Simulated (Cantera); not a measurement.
Cantera with NASA thermochemical tables; ideal gases at 1 bar, condensed phases pure. Values are per mole of reaction as written; species without (g) are pure solids or liquids, kept so even where they would boil at 1 bar.

2 S2(g) + 2 CH3(g) = 2 CS2(g) + 3 H2(g)

| T (K) | ΔH° (kJ) | ΔS° (J/K) | ΔG° (kJ) | log10 K |
|---|---|---|---|---|
| 1473 | [?] | [?] | [?] | [?] |
| 1548 | -291.3 | 64.4 | -391.0 | 13.19 |
| 1623 | [?] | [?] | [?] | [?] |
| 1698 | [?] | [?] | [?] | [?] |
| 1773 | [?] | [?] | [?] | [?] |

Question: Complete the blanks.

Answer: 
- 1473, ΔH° (kJ): -291.8
- 1473, ΔS° (J/K): 64.1
- 1473, ΔG° (kJ): -386.2
- 1473, log10 K: 13.69
- 1623, ΔH° (kJ): -290.9
- 1623, ΔS° (J/K): 64.6
- 1623, ΔG° (kJ): -395.8
- 1623, log10 K: 12.74
- 1698, ΔH° (kJ): -290.6
- 1698, ΔS° (J/K): 64.8
- 1698, ΔG° (kJ): -400.7
- 1698, log10 K: 12.33
- 1773, ΔH° (kJ): -290.3
- 1773, ΔS° (J/K): 65.0
- 1773, ΔG° (kJ): -405.5
- 1773, log10 K: 11.95
